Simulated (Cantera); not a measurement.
A perfectly stirred reactor is fed with H₂ : O₂ : N₂ = 1 : 0.357 : 1.34 (molar parts), equivalence ratio 1.4, at 1.00 bar; it is adiabatic with a 450 K inlet, and is followed from long to short residence time, starting on the burning branch (τ in s: 0.42, 0.16, 0.059, 0.022, 0.0083, 0.0031, 0.0012, 0.00043, 0.00016, 6e-05, 2.3e-05, 8.5e-06, 3.2e-06).

Computed with Cantera and the H2/O2 subset of GRI-Mech 3.0, which has no nitrogen chemistry.

x: mole fraction; the columns are a selection and need not sum to one.

```
τ (s)    T (K)   x H₂      x O₂   x H₂O₂      x H     x OH
-------  -----  -----  --------  -------  -------  -------
0.42      2387  0.120   8.22e-5  1.52e-8  0.00550  0.00248
0.16      2384  0.120   9.70e-5  1.70e-8  0.00584  0.00263
0.059     2376  0.120         ?        ?        ?        ?
0.022     2359  0.120  0.000227  3.14e-8  0.00851  0.00370
0.0083    2327  0.119  0.000432  5.02e-8   0.0119  0.00494
0.0031    2272  0.118  0.000878  8.24e-8   0.0176  0.00675
0.0012    2191  0.116         ?        ?        ?        ?
0.00043   2064  0.114   0.00335  2.49e-7   0.0389   0.0106
0.00016   1904  0.111   0.00588  5.07e-7   0.0554   0.0112
6.0e-5    1716  0.109   0.00995  1.13e-6   0.0740  0.01000
2.3e-5    1510  0.118    0.0189  2.24e-6   0.0870  0.00730
8.5e-6     450  0.371     0.132   <1e-12   <1e-12   <1e-12
3.2e-6     450  0.371     0.132   <1e-12   <1e-12   <1e-12
```

Problem. Complete the blanks.

Solution. 
- 0.059, x O₂: 0.000135
- 0.059, x H₂O₂: 2.14e-8
- 0.059, x H: 0.00669
- 0.059, x OH: 0.00298
- 0.0012, x O₂: 0.00172
- 0.0012, x H₂O₂: 1.35e-7
- 0.0012, x H: 0.0259
- 0.0012, x OH: 0.00878
